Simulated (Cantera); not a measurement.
Input: 1 mol Si, 1.5 mol CO₂, 2 mol N₂, equilibrated at 4.80 mbar.

These are equilibrium values from Cantera (NASA tables, ideal gas, pure condensed phases), not measurements of a reactor. Candidate condensed phases: C, Si, SiC, SiO₂, Si₂N₂O, Si₃N₄; 34 gas species. Mutual solubility and eutectic melting of coexisting phases are not modelled. The tables hold silica as quartz up to 1696 K and as liquid above; real silica turns to tridymite and cristobalite and melts near 1996 K. Equilibrium is a limit: real reactors are often held back by kinetics, nucleation or transport.

Task: Which condensed phases are stable at each of these points (T (°C)): 1250, 1325, 1400, 1475, 1550, 1625, 1700, 1775, 1850?

Result: 
```csv
T (°C),condensed phases,Si condensed (%)
1250,SiO₂(β-quartz) + Si₂N₂O(s),97.9
1325,SiO₂(β-quartz) + Si₂N₂O(s),86.0
1400,SiO₂(β-quartz),50.0
1475,SiO₂(condensed),49.9
1550,SiO₂(condensed),49.8
1625,SiO₂(condensed),49.2
1700,SiO₂(condensed),47.5
1775,SiO₂(l),43.2
1850,SiO₂(l),34.2
```

From 1250 °C to 1325 °C the condensed part is SiO₂(β-quartz) + Si₂N₂O(s). At 1400 °C the condensed part is SiO₂(β-quartz). From 1475 °C to 1700 °C the condensed part is SiO₂(condensed). From 1775 °C to 1850 °C the condensed part is SiO₂(l).
